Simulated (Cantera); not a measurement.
Cantera run:

```python
import numpy as np
import cantera as ct

gas_names = """
    N NO NO2 NO3 N2 N2O O O2 O3 Si SiN SiO SiO2 Si2 Si2N Si3
""".split()
cond_names = """
    Si(cr) Si(L) SiO2(Lqz) SiO2(hqz) SiO2(L) Si2N2O(s) Si3N4(a)
""".split()


# ... load() reads the species with a 1 bar reference pressure and builds the phases ...
atoms = {
    'Si3N4': {'Si': 3, 'N': 4},
    'N2O': {'N': 2, 'O': 1},
    'N2': {'N': 2},
}
top_T = {'Si2N2O(s)': 2100, 'Si3N4(a)': 2400}  # K; cautious upper limits of use, not melting points


# ... equilibrate(T, P, feed) seeds the gas with the atoms and calls Mixture.equilibrate('TP', solver="vcs", rtol=1e-11, max_steps=5000) ...
results = []
feed = {'Si3N4': 1, 'N2O': 0.055, 'N2': 220}  # mol
P = 101325  # Pa
for T in [1623, 1673, 1723, 1773, 1823, 1873, 1923, 1973, 2023, 2073, 2123, 2173, 2223]:
    mix = equilibrate(T, P, feed)
    results.append((T, P, feed, dict(zip(mix.species_names, mix.species_moles))))
    x = sorted(zip(gas.X, gas.species_names), reverse=True)
    print(f"T = {T:g} K  P = {P:g} Pa  gas = {mix.phase_moles(0):.4g} mol")
    print("   x: " + "  ".join(f"{s} {v:.3e}" for v, s in x if v > 0.0001))
    print("   condensed (mol): " + ("  ".join(f"{mix.phase(i).name} {mix.phase_moles(i):.4g}"
          for i in range(1, mix.n_phases) if mix.phase_moles(i) > 1e-12) or "none"))
```

Result:

```
T = 1623 K  P = 101325 Pa  gas = 220.1 mol
   x: N2 1.000e+00
   condensed (mol): Si2N2O(s) 0.05478  Si3N4(a) 0.9634
T = 1673 K  P = 101325 Pa  gas = 220.1 mol
   x: N2 1.000e+00
   condensed (mol): Si2N2O(s) 0.0542  Si3N4(a) 0.9636
T = 1723 K  P = 101325 Pa  gas = 220.1 mol
   x: N2 1.000e+00
   condensed (mol): Si2N2O(s) 0.05235  Si3N4(a) 0.9642
T = 1773 K  P = 101325 Pa  gas = 220.1 mol
   x: N2 1.000e+00
   condensed (mol): Si2N2O(s) 0.04681  Si3N4(a) 0.9661
T = 1823 K  P = 101325 Pa  gas = 220.1 mol
   x: N2 9.999e-01  SiO 1.077e-04
   condensed (mol): Si2N2O(s) 0.03129  Si3N4(a) 0.9712
T = 1873 K  P = 101325 Pa  gas = 220.1 mol
   x: N2 9.997e-01  SiO 2.498e-04
   condensed (mol): Si3N4(a) 0.9816
T = 1923 K  P = 101325 Pa  gas = 220.1 mol
   x: N2 9.997e-01  SiO 2.498e-04
   condensed (mol): Si3N4(a) 0.9814
T = 1973 K  P = 101325 Pa  gas = 220.2 mol
   x: N2 9.997e-01  SiO 2.498e-04
   condensed (mol): Si3N4(a) 0.9809
T = 2023 K  P = 101325 Pa  gas = 220.2 mol
   x: N2 9.997e-01  SiO 2.498e-04
   condensed (mol): Si3N4(a) 0.9794
T = 2073 K  P = 101325 Pa  gas = 220.2 mol
   x: N2 9.997e-01  SiO 2.498e-04
   condensed (mol): Si3N4(a) 0.9756
T = 2123 K  P = 101325 Pa  gas = 220.2 mol
   x: N2 9.996e-01  SiO 2.498e-04  Si 1.373e-04
   condensed (mol): Si3N4(a) 0.9654
T = 2173 K  P = 101325 Pa  gas = 222.2 mol
   x: N2 9.994e-01  Si 2.792e-04  SiO 2.475e-04
   condensed (mol): Si(L) 2.844
T = 2223 K  P = 101325 Pa  gas = 222.2 mol
   x: N2 9.991e-01  Si 4.538e-04  SiO 2.475e-04
   condensed (mol): Si(L) 2.788
```

These are equilibrium values from Cantera (NASA tables, ideal gas, pure condensed phases), not measurements of a reactor. Mutual solubility and eutectic melting of coexisting phases are not modelled. The tables' values for SiN are old estimates; treat these amounts as uncertain.
